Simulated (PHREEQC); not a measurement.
0.2 mol of Gypsum (CaSO4:2H2O) is brought to equilibrium with 1 kg of water, at 80 °C and several pressures. O2 is buffered at 0.21 atm. No CO2 enters from the air. Only these solids could form: Gypsum.

Equilibrium calculation in PHREEQC: ion-association model, phreeqc.dat.

```tsv
P (atm)	dissolved Ca (mol/kgw)	dissolved S (mol/kgw)
1	0.0136	0.0136
50	0.0142	0.0142
100	0.0148	0.0148
200	0.0162	0.0162
300	0.0177	0.0177
400	0.0192	0.0192
500	0.0209	0.0209
600	0.0228	0.0228
800	0.0268	0.0268
1000	0.0316	0.0316
```

Away from 25 °C the constants follow the database's enthalpies or fits; those with neither stay at their 25 °C values.
